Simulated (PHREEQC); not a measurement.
Solution (25 °C): 0.019 mol NH4HS per kg of water. Closed to the air; pH follows from the charge balance.

The numbers come from PHREEQC with the ion-association model, phreeqc.dat.

Precipitation was switched off in this run.

Task: Estimate the pH, ionic strength, specific conductance.

Result: pH 8.09; ionic strength 0.0179 mol/kgw; specific conductance 2280 µS/cm.

Task: In which forms is S present?

Result: HS- 94 %, H2S 5.8 % of the S.
